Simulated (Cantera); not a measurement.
Feed: 1 mol B, 0.88 mol H2O, 0.7 mol H2, equilibrated at 0.00300 bar.

Cantera equilibrium calculation (NASA polynomials, part measured and part estimated; ideal gas, pure solids and liquids). Candidate condensed phases: B, B2O3, B3O3H3, H2O; 23 gas species. The tables' values for BH2 are old estimates; treat these amounts as uncertain. Rates play no part. All values below are at 1750 °C.

Base state: H2 0.650, HBO 0.145, BO 0.0885, B2O2 0.0851, H 0.0279, B2O3 0.00148, B2O 0.00138, HBO2 0.000369 (mole fractions); condensed: B(s).

Task: What changes in the equilibrium state with this change: H2 from 0.7 to 1.4 mol?

Result: 
```
species      before     after
---------  --------  --------
H2            0.650     0.720
HBO           0.145     0.122
BO           0.0885    0.0711
B2O2         0.0851    0.0549
H            0.0279    0.0294
B2O3        0.00148  0.000768
HBO2       0.000369  0.000251
B2O         0.00138   0.00111
BH2        0.000347  0.000384
B           6.49e-5   6.49e-5
B(s), mol     0.120     0.118
```
